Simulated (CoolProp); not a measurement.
Properties of n-decane along the isobar 11.7 MPa.

Model: reference Helmholtz-energy equation of state, Lemmon 2006, in CoolProp. It is a short technical equation, of lower accuracy than the large ones.

| T (K) | phase | density (kg/m³) | cp (kJ/(kg K)) | Joule-Thomson coefficient (K/MPa) |
|---|---|---|---|---|
| 267.1 | liquid | 758.2 | 2.078 | -0.4688 |
| 286.6 | liquid | 743.8 | 2.143 | -0.4505 |
| 306 | liquid | 729.7 | 2.212 | -0.4311 |
| 325.4 | liquid | 715.7 | 2.285 | -0.4109 |
| 344.9 | liquid | 701.6 | 2.360 | -0.3900 |
| 364.3 | liquid | 687.6 | 2.437 | -0.3686 |
| 383.7 | liquid | 673.6 | 2.514 | -0.3466 |
| 403.2 | liquid | 659.4 | 2.591 | -0.3236 |
| 422.6 | liquid | 645.1 | 2.667 | -0.2998 |
| 442 | liquid | 630.7 | 2.743 | -0.2748 |
| 461.4 | liquid | 616.1 | 2.817 | -0.2481 |
| 480.9 | liquid | 601.1 | 2.890 | -0.2192 |
| 500.3 | liquid | 585.9 | 2.961 | -0.1878 |
| 519.7 | liquid | 570.5 | 3.030 | -0.1533 |
| 539.2 | liquid | 554.6 | 3.097 | -0.1149 |
| 558.6 | liquid | 538.3 | 3.161 | -0.07240 |
